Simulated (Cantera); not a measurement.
## Adiabatic ignition

An adiabatic, constant-volume homogeneous reactor starts with CH4 : O2 : N2 = 1 : 1.82 : 6.84 (molar parts), equivalence ratio 1.1, at 1750 K and 14.0 bar.

Cantera simulation using GRI-Mech 3.0 (53 species, 325 reactions); the numbers are that mechanism's predictions, not measurements. The pressure lies above the range GRI-Mech 3.0 was tuned for (to about 10 atm). Above 3000 K some thermodynamic fits are extrapolated.

| t (s) | T (K) | P (bar) | x CH4 | x O2 | x C2H4 | x C2H6 | x HCN | x H2O2 | x O |
|---|---|---|---|---|---|---|---|---|---|
| 6.00e-6 | 1753 | 14.0 | 0.102 | 0.187 | 5.56e-5 | 0.000214 | 2.91e-12 | 1.89e-6 | 1.85e-6 |
| 1.74e-5 | 3190 | 27.2 | 1.05e-12 | 0.0175 | <1e-12 | <1e-12 | 1.30e-8 | 2.24e-6 | 0.00779 |
| 5.03e-5 | 3250 | 27.6 | 1.54e-12 | 0.0115 | <1e-12 | <1e-12 | 7.20e-8 | 2.11e-6 | 0.00514 |
| 0.000145 | 3249 | 27.6 | 1.56e-12 | 0.0114 | <1e-12 | <1e-12 | 7.42e-8 | 2.09e-6 | 0.00510 |
| 0.000421 | 3249 | 27.6 | 1.56e-12 | 0.0114 | <1e-12 | <1e-12 | 7.42e-8 | 2.09e-6 | 0.00510 |
| 0.00122 | 3249 | 27.6 | 1.56e-12 | 0.0114 | <1e-12 | <1e-12 | 7.42e-8 | 2.09e-6 | 0.00510 |
| 0.00353 | 3249 | 27.6 | 1.56e-12 | 0.0114 | <1e-12 | <1e-12 | 7.42e-8 | 2.09e-6 | 0.00510 |
| 0.0102 | 3249 | 27.6 | 1.56e-12 | 0.0114 | <1e-12 | <1e-12 | 7.42e-8 | 2.09e-6 | 0.00510 |
| 0.0295 | 3249 | 27.6 | 1.56e-12 | 0.0114 | <1e-12 | <1e-12 | 7.42e-8 | 2.09e-6 | 0.00510 |
| 0.0855 | 3249 | 27.6 | 1.56e-12 | 0.0114 | <1e-12 | <1e-12 | 7.42e-8 | 2.09e-6 | 0.00510 |
| 0.247 | 3249 | 27.6 | 1.56e-12 | 0.0114 | <1e-12 | <1e-12 | 7.42e-8 | 2.09e-6 | 0.00510 |
| 0.716 | 3249 | 27.6 | 1.56e-12 | 0.0114 | <1e-12 | <1e-12 | 7.42e-8 | 2.09e-6 | 0.00510 |
| 2.07 | 3249 | 27.6 | 1.56e-12 | 0.0114 | <1e-12 | <1e-12 | 7.42e-8 | 2.09e-6 | 0.00510 |
| 6.00 | 3249 | 27.6 | 1.56e-12 | 0.0114 | <1e-12 | <1e-12 | 7.42e-8 | 2.09e-6 | 0.00510 |
x: mole fraction; the columns are a selection and need not sum to one.

| Quantity | Value |
|---|---|
| time of steepest temperature rise | 16.8 µs |
| temperature at 6.00 s | 3249 K |
| equilibrium temperature | 3249 K |
| x(CH4) at 6.00 s | 1.56e-12 (gas-phase equilibrium 1.92e-12) |
| x(O2) at 6.00 s | 0.0114 (gas-phase equilibrium 0.0114) |
| x(C2H4) at 6.00 s | <1e-12 (gas-phase equilibrium <1e-12) |
